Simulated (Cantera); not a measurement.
Mixture: 4.42 % CH4, 20.1 % O2, 75.5 % N2, equivalence ratio 0.44, at 1.38 atm, adiabatic and at constant volume. Ignition delay is the time to a rise of 400 K.

Detailed kinetics in Cantera: GRI-Mech 3.0 (53 species, 325 reactions).

Task: Predict: delay at 1200 K; delay at 1350 K; delay at 1500 K; delay at 1650 K; apparent activation energy between 1575 and 1725 K.

Result: 
- delay at 1200 K: 21.7 ms
- delay at 1350 K: 3.14 ms
- delay at 1500 K: 0.662 ms
- delay at 1650 K: 0.199 ms
- apparent activation energy between 1575 and 1725 K: 160 kJ/mol
